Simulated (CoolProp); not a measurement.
trans-2-butene along the isobar 4840 kPa: fugacity coefficient from the reference equation and from simpler models built on Tc = 428.6 K, pc = 4019 kPa, ω = 0.210; each cubic takes its own stable root.

Computed with CoolProp (reference Helmholtz-energy equation of state, Lemmon 2005). It is a short technical equation, of lower accuracy than the large ones.

```csv
T (K),phase,reference,Redlich-Kwong,Soave-Redlich-Kwong,Peng-Robinson
206.2,liquid,0.0007135,0.001388,0.0006838,0.0007256
227.1,liquid,0.002768,0.005075,0.002702,0.002775
248,liquid,0.008217,0.01404,0.008160,0.008190
268.8,liquid,0.01987,0.03156,0.02003,0.01978
289.7,liquid,0.04130,0.06105,0.04216,0.04117
310.6,liquid,0.07596,0.1049,0.07832,0.07590
331.4,liquid,0.1263,0.1637,0.1312,0.1265
352.3,liquid,0.1943,0.2375,0.2027,0.1950
373.2,liquid,0.2796,0.3239,0.2921,0.2805
394.1,liquid,0.3800,0.4191,0.3960,0.3802
414.9,liquid,0.4902,0.5173,0.5075,0.4876
435.8,supercritical,0.6017,0.6106,0.6151,0.5914
456.7,supercritical,0.6760,0.6761,0.6866,0.6606
477.5,supercritical,0.7245,0.7200,0.7350,0.7083
498.4,supercritical,0.7631,0.7552,0.7741,0.7472
```
